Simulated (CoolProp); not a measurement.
Properties of oxygen along the isotherm 98.6 K (Tc = 154.6 K, pc = 5046 kPa, ω = 0.022).

Computed with CoolProp (reference Helmholtz-energy equation of state, Schmidt 1985).

```
p (kPa)   phase  isothermal compressibility (1/MPa)  expansivity (1/kK)
-------  ------  ----------------------------------  ------------------
7.98        gas                               125.6               10.19
13.5        gas                               74.31               10.23
22.7        gas                               44.29               10.29
38.4        gas                               26.29               10.40
64.7        gas                               15.71               10.59
109         gas                               9.433               10.93
184         gas                               5.712               11.60
311      liquid                            0.002513               4.821
525      liquid                            0.002500                 ___
886      liquid                            0.002479               4.776
1500     liquid                                 ___                 ___
2520     liquid                                 ___               4.654
```

Question: Complete the blanks.

Answer: 
- 525, expansivity (1/kK): 4.804
- 1500, isothermal compressibility (1/MPa): 0.002444
- 1500, expansivity (1/kK): 4.729
- 2520, isothermal compressibility (1/MPa): 0.002388
